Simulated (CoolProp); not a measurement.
Vapour-liquid equilibrium of R245fa (1) + isopentane (2) at 0.284 MPa; x and y are mole fractions of (1).

Model: multi-fluid Helmholtz-energy mixture model, Akasaka 2015 and Lemmon 2006; pair parameters Bell 2016, in CoolProp.

```csv
x,"bubble temperature, mixture model (K)","bubble temperature, Raoult's law (K)","y, mixture model","y, Raoult's law"
0.05,327.7,333.3,0.201,0.082
0.125,320.6,331.6,0.384,0.195
0.2,316.2,329.9,0.490,0.297
0.275,313.5,328.4,0.556,0.390
0.35,311.9,326.9,0.597,0.475
0.425,311.0,325.5,0.625,0.554
0.5,310.5,324.2,0.645,0.626
0.575,310.2,323.0,0.660,0.694
0.65,310.1,321.8,0.673,0.756
0.725,310.1,320.7,0.690,0.815
0.8,310.4,319.6,0.715,0.870
0.875,311.2,318.6,0.763,0.921
0.95,313.6,317.6,0.864,0.969
```

The largest gap from Raoult's law is -15.0 K in bubble temperature, at x = 0.35. y crosses x between x = 0.65 and 0.725: the model has an azeotrope there.

The pair parameters rest on a limited set of measurements; away from them the model extrapolates. With so large a gap from Raoult's law the liquid may split in two, which this calculation doesn't test in full.
